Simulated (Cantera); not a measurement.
An adiabatic, constant-volume homogeneous reactor starts with 29.6 % H2, 14.8 % O2, 55.6 % N2, equivalence ratio 1.0, at 1200 K and 1.18 atm.

Model: GRI-Mech 3.0 (53 species, 325 reactions), integrated in Cantera.

Task: Predict: time of steepest temperature rise; temperature at 1.00 s; equilibrium temperature; x(H2) at 1.00 s; x(O2) at 1.00 s; x(NO) at 1.00 s; x(H2O) at 1.00 s; x(HO2) at 1.00 s; x(N2O) at 1.00 s.

Result: 
```
Quantity                                                            Result
---------------------------------  ---------------------------------------
time of steepest temperature rise                                  37.9 µs
temperature at 1.00 s                                               2948 K
equilibrium temperature                                             2948 K
x(H2) at 1.00 s                      0.0504 (gas-phase equilibrium 0.0504)
x(O2) at 1.00 s                      0.0138 (gas-phase equilibrium 0.0138)
x(NO) at 1.00 s                      0.0102 (gas-phase equilibrium 0.0102)
x(H2O) at 1.00 s                       0.255 (gas-phase equilibrium 0.255)
x(HO2) at 1.00 s                   1.02e-5 (gas-phase equilibrium 1.02e-5)
x(N2O) at 1.00 s                   8.25e-7 (gas-phase equilibrium 8.25e-7)
```
